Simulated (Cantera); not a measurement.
# Stirred combustor or abatement burner

A perfectly stirred reactor is fed with CH₄ : O₂ : N₂ : CO₂ = 1 : 3.7 : 13.9 : 0.05 (molar parts), equivalence ratio 0.54, at 3450 Torr; it is adiabatic with a 300 K inlet, and is followed from long to short residence time, starting on the burning branch (τ in s: 0.14, 0.047, 0.016, 0.0051, 0.0017, 0.00057, 0.00019, 6.2e-05, 2.1e-05, 6.9e-06).

Model: GRI-Mech 3.0 (53 species, 325 reactions), integrated in Cantera.

| τ (s) | T (K) | x CH₄ | x O₂ | x O | x CO₂ | x H | x OH | x CH₂O |
|---|---|---|---|---|---|---|---|---|
| 0.14 | 1554 | 1.60e-5 | 0.0912 | 7.23e-6 | 0.0561 | 3.89e-7 | 0.000164 | 1.32e-6 |
| 0.047 | 1551 | 3.49e-5 | 0.0913 | 1.34e-5 | 0.0559 | 1.07e-6 | 0.000212 | 3.00e-6 |
| 0.016 | 1546 | 7.73e-5 | 0.0916 | 2.49e-5 | 0.0553 | 2.94e-6 | 0.000267 | 6.97e-6 |
| 0.0051 | 1532 | 0.000198 | 0.0926 | 4.58e-5 | 0.0538 | 8.41e-6 | 0.000311 | 1.88e-5 |
| 0.0017 | 300 | 0.0536 | 0.198 | <1e-12 | 0.00268 | <1e-12 | <1e-12 | <1e-12 |
| 0.00057 | 300 | 0.0536 | 0.198 | <1e-12 | 0.00268 | <1e-12 | <1e-12 | <1e-12 |
| 0.00019 | 300 | 0.0536 | 0.198 | <1e-12 | 0.00268 | <1e-12 | <1e-12 | <1e-12 |
| 6.2e-5 | 300 | 0.0536 | 0.198 | <1e-12 | 0.00268 | <1e-12 | <1e-12 | <1e-12 |
| 2.1e-5 | 300 | 0.0536 | 0.198 | <1e-12 | 0.00268 | <1e-12 | <1e-12 | <1e-12 |
| 6.9e-6 | 300 | 0.0536 | 0.198 | <1e-12 | 0.00268 | <1e-12 | <1e-12 | <1e-12 |
x: mole fraction; the columns are a selection and need not sum to one.
